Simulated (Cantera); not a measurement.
Cantera run:

```python
import numpy as np
import cantera as ct

gas_names = [...]  # 114 gases of nasa_gas.yaml made of C, Fe, H, O
cond_names = """
    C(gr) C6H6(L) C7H8(L) C8H18(L),n-octa Fe(a) Fe(c) Fe(d) Fe(L) FeC5O5(L) FeO(s) FeO(L) Fe(OH)2(s)
    Fe(OH)3(s) Fe2O3(s) Fe3O4(s) H2O(s) H2O(L)
""".split()


# ... load() reads the species with a 1 bar reference pressure and builds the phases ...
atoms = {
    'Fe(CO)5': {'Fe': 1, 'C': 5, 'O': 5},
    'H2': {'H': 2},
}
top_T = {'C(gr)': 4500, 'Fe2O3(s)': 1830, 'Fe3O4(s)': 1870}  # K; cautious upper limits of use, not melting points


# ... equilibrate(T, P, feed) seeds the gas with the atoms and calls Mixture.equilibrate('TP', solver="vcs", rtol=1e-11, max_steps=5000) ...
results = []
feed = {'Fe(CO)5': 1, 'H2': 0.48}  # mol
T = 1550  # K
P = 49000  # Pa
mix = equilibrate(T, P, feed)
results.append((T, P, feed, dict(zip(mix.species_names, mix.species_moles))))
print(gas.report(threshold=0.0001))
for i in range(1, mix.n_phases):
    print(f"{mix.phase(i).name:16s} {mix.phase_moles(i):12.5e} mol")
```

Output:

```
       temperature   1550 K
          pressure   49000 Pa
           density   0.097854 kg/m^3
  mean mol. weight   25.736 kg/kmol
   phase of matter   gas

                          1 kg             1 kmol
                     ---------------   ---------------
          enthalpy       -2.3532e+06       -6.0563e+07  J
   internal energy        -2.854e+06       -7.3451e+07  J
           entropy            9787.1        2.5189e+05  J/K
    Gibbs function       -1.7523e+07       -4.5098e+08  J
 heat capacity c_p            1361.7             35046  J/K
 heat capacity c_v            1038.7             26731  J/K

                      mass frac. Y      mole frac. X     chem. pot. / RT
                     ---------------   ---------------   ---------------
                CO            0.9928           0.91221           -36.248
               CO2        0.00030206        0.00017664           -70.245
                H2         0.0068572           0.08754           -21.848
     [ +111 minor]        4.1801e-05        7.0677e-05

C(gr)             1.17006e-03 mol
Fe(c)             9.99995e-01 mol
FeC5O5(L)         0.00000e+00 mol
FeO(s)            0.00000e+00 mol
Fe2O3(s)          0.00000e+00 mol
Fe3O4(s)          0.00000e+00 mol
```

These are equilibrium values from Cantera (NASA tables, ideal gas, pure condensed phases), not measurements of a reactor. Iron dissolves carbon and melts from about 1420 K in contact with it, which pure phases cannot show. Condensed phases not in the tables: cementite and carbon dissolved in iron.
